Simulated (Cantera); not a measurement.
A closed system holds: 1 mol BF3, 1.2 mol H2O, 140 mol N2, held at 0.0220 bar.

Method: chemical equilibrium by Gibbs-energy minimisation in Cantera with the NASA 1993 tables (ideal gas, pure condensed phases). Candidate condensed phases: B, BN, B2O3, B3O3H3, H2O; 62 gas species. Equilibrium is a limit: real reactors are often held back by kinetics, nucleation or transport.

### Question
At 1048 K, list the 5 most abundant gas species with their mole fractions, and the condensed phases.

### Answer
N2 0.983, HF 0.00898, H2O 0.00392, BF3 0.00354, B3O3F3 0.000399. Condensed: B2O3(l).
